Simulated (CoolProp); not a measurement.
R245ca along the isotherm 450 K: density (kg/m³) from the reference equation and from simpler models built on Tc = 447.6 K, pc = 3.941 MPa, ω = 0.355; each cubic takes its own stable root.

Model: reference Helmholtz-energy equation of state, Zhou 2016, in CoolProp.

```json
[
 {"p (MPa)": "0.667", "phase": "gas", "reference": "25.43"},
 {"p (MPa)": "1.33", "phase": "gas", "reference": "54.49"},
 {"p (MPa)": "2", "phase": "gas", "reference": "89.45"},
 {"p (MPa)": "2.67", "phase": "gas", "reference": "133.9"},
 {"p (MPa)": "3.33", "phase": "gas", "reference": "197.6"},
 {"p (MPa)": "4", "phase": "supercritical", "reference": "359.5"},
 {"p (MPa)": "4.67", "phase": "supercritical", "reference": "774.6"},
 {"p (MPa)": "5.33", "phase": "supercritical", "reference": "832.2"},
 {"p (MPa)": "6", "phase": "supercritical", "reference": "867.6"},
 {"p (MPa)": "6.67", "phase": "supercritical", "reference": "893.5"},
 {"p (MPa)": "7.33", "phase": "supercritical", "reference": "913.9"},
 {"p (MPa)": "8", "phase": "supercritical", "reference": "931.3"},
 {"p (MPa)": "8.67", "phase": "supercritical", "reference": "946.3"},
 {"p (MPa)": "9.33", "phase": "supercritical", "reference": "959.4"},
 {"p (MPa)": "10", "phase": "supercritical", "reference": "971.3"}
]
```

Problem. How far does each simpler model (Soave-Redlich-Kwong, Peng-Robinson) lie from the reference over these 15 states: mean and median of the absolute difference, and the worst?

Solution. 
- Soave-Redlich-Kwong: mean 9.9 %, median 12.4 %, worst -19.7 % at 450 K and 4.67 MPa
- Peng-Robinson: mean 4.0 %, median 2.7 %, worst -11.7 % at 450 K and 4.67 MPa
